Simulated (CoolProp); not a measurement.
Values from CoolProp's reference Helmholtz-energy equation of state, Gao 2022.

Problem. For n-perfluorohexane, give the phase and the density (kg/m³), cp (kJ/(kg K)), cv (kJ/(kg K)) at 324.3 K and 7.91 bar.

Solution. 
- 324.3 K and 7.91 bar: liquid; density 1600, cp 1.09, cv 0.888
